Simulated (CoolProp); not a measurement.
Vapour-liquid equilibrium of n-octane (1) + o-xylene (2) at 168.25 °C; x and y are mole fractions of (1).

Values from CoolProp's multi-fluid Helmholtz-energy mixture model, Beckmüller 2019 and Zhou 2012; pair parameters Bell 2016.

Task: Give the bubble pressure and the first vapour's composition at x = 0.65, 0.75, 0.95. Is there an azeotrope?

Result: x = 0.65: 255.7 kPa, y = 0.732; x = 0.75: 265.5 kPa, y = 0.813; x = 0.95: 284.9 kPa, y = 0.964. No azeotrope shows between x = 0.05 and 0.95.

Pair parameters are fitted to limited data, so mixtures are less certain than the pure fluids.
